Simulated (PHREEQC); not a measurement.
PHREEQC input (ion-association model, wateq4f.dat):

```
SOLUTION_MASTER_SPECIES
  An  An-  0  An  62.0  # stands for a non-complexing anion
SOLUTION_SPECIES
  An- = An-
    -log_k 0
    -gamma 3.0 0
PHASES
  Fix_H+
    H+ = H+
    -log_k 0
SOLUTION 1
  temp 25
  units mmol/kgw
  pH 7 charge
  Cl 0.00112
  Mn(2) 0.00056
  Na 100
  An 100
END
SELECTED_OUTPUT 1
  -reset false
  -pH true
  -pe true
  -ionic_strength true
  -water true
  -totals Cl Mn Na Mn(2) Mn(3) Mn(6) Mn(7)
  -molalities Hfo_wOH Hfo_wOH2+ Hfo_wO- Hfo_sOH Hfo_sOH2+ Hfo_sO- Hfo_sOMn+ Hfo_wOMn+
  -saturation_indices Pyrochroite Halite
USER_PUNCH 1
  -headings sigma psi
  10 PUNCH EDL("sigma", "Hfo"), EDL("psi", "Hfo")
PRINT
  -reset false
USE solution 1
SURFACE 1
  Hfo_wOH 2.92135e-05 600 0.013
  Hfo_sOH 7.30337e-07
EQUILIBRIUM_PHASES 1
  Fix_H+ -4 HAn 10
    -force_equality true
END
# ... the last block is repeated for the other 12 points of pH, with NaOH or the acid as the point needs
```

Selected output (columns that matter, 13 of 13 rows; pH added in front):

```
pH	mu	Mn	Na	m_Hfo_wOH	m_Hfo_wOH2+	m_Hfo_wO-	m_Hfo_sOH	m_Hfo_sOH2+	m_Hfo_sO-	m_Hfo_sOMn+	si_Pyrochroite	si_Halite	sigma	psi
4	0.10014	5.6e-07	0.1	3.8981e-06	2.5302e-05	1.3758e-08	9.7453e-08	6.3254e-07	3.4395e-10	2.8952e-13	-13.852	-8.7561	0.32066	0.14657
4.67	0.10004	5.5999e-07	0.1	9.0584e-06	2.0061e-05	9.3701e-08	2.2646e-07	5.0153e-07	2.3425e-09	5.0235e-12	-12.512	-8.756	0.25319	0.13456
5.33	0.10001	5.5992e-07	0.1	1.4577e-05	1.4296e-05	3.4047e-07	3.6438e-07	3.5737e-07	8.5109e-09	7.4783e-11	-11.192	-8.756	0.17697	0.11644
6	0.10001	5.5887e-07	0.1	1.8756e-05	9.6198e-06	8.3774e-07	4.6819e-07	2.4013e-07	2.0912e-08	1.0973e-09	-9.8531	-8.756	0.11137	0.093465
6.67	0.1	5.4396e-07	0.1	2.112e-05	6.5271e-06	1.5656e-06	5.1678e-07	1.5971e-07	3.8308e-08	1.5539e-08	-8.5249	-8.756	0.063079	0.066845
7.33	0.1	4.1111e-07	0.1	2.2147e-05	4.6389e-06	2.4221e-06	4.4517e-07	9.3247e-08	4.8687e-08	1.4323e-07	-7.3266	-8.756	0.029817	0.037794
8	0.1	1.2974e-07	0.1	2.2403e-05	3.3709e-06	3.411e-06	2.5212e-07	3.7935e-08	3.8386e-08	4.0189e-07	-6.4879	-8.756	0.0048215	0.0066589
8.67	0.10001	1.4093e-08	0.10001	2.2148e-05	2.4741e-06	4.5421e-06	1.7745e-07	1.9823e-08	3.6392e-08	4.9667e-07	-6.1141	-8.756	-0.019034	-0.025324
9.33	0.10003	1.0704e-09	0.10003	2.1323e-05	1.696e-06	6.1417e-06	1.6367e-07	1.3017e-08	4.7141e-08	5.0651e-07	-5.9229	-8.7559	-0.048506	-0.05564
10	0.10014	9.3968e-11	0.10014	1.9376e-05	9.7631e-07	8.8089e-06	1.4823e-07	7.4693e-09	6.7393e-08	5.0724e-07	-5.681	-8.7555	-0.090712	-0.083548
10.67	0.10062	1.3717e-11	0.10063	1.5735e-05	4.367e-07	1.2989e-05	1.2035e-07	3.3401e-09	9.9345e-08	5.073e-07	-5.3315	-8.7538	-0.14954	-0.10786
11.33	0.10282	5.091e-12	0.10283	1.0481e-05	1.3571e-07	1.8544e-05	8.0163e-08	1.038e-09	1.4183e-07	5.0731e-07	-4.824	-8.746	-0.22254	-0.12732
12	0.11327	8.5961e-12	0.11329	4.7402e-06	2.1096e-08	2.44e-05	3.6254e-08	1.6135e-10	1.8662e-07	5.073e-07	-4.0159	-8.7112	-0.29696	-0.13951
```
